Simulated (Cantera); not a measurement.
Input: 1 mol B2H6, 0.086 mol O2, 62 mol H2, at 10.0 mbar.

Method: chemical equilibrium by Gibbs-energy minimisation in Cantera with the NASA 1993 tables (ideal gas, pure condensed phases). Candidate condensed phases: B, B2O3, B3O3H3, H2O; 23 gas species. The feed counts by its element totals alone. The tables' values for BH2 are old estimates; treat these amounts as uncertain. The numbers say what is thermodynamically allowed, not how fast it happens. All values below are at 1902 °C.

Base state: H2 0.949, H 0.0475, HBO 0.00157, BH2 0.00112, BO 0.000976, B 0.000193, BH 2.39e-5, B2O 2.15e-5 (mole fractions); condensed: B(s).

Question: What changes in the equilibrium state with this change: O2 from 0.086 to 2.1 mol?

Answer: 
```
species     before     after
---------  -------  --------
H2           0.949     0.909
H           0.0475    0.0465
H2O        2.00e-7    0.0167
HBO2       3.40e-8    0.0140
B2O3         <1e-9   0.00157
BO2          <1e-9  0.000116
OH         1.34e-9  0.000115
BH2        0.00112   5.87e-8
BH         2.39e-5   1.28e-9
B(s), mol     1.74         0
```
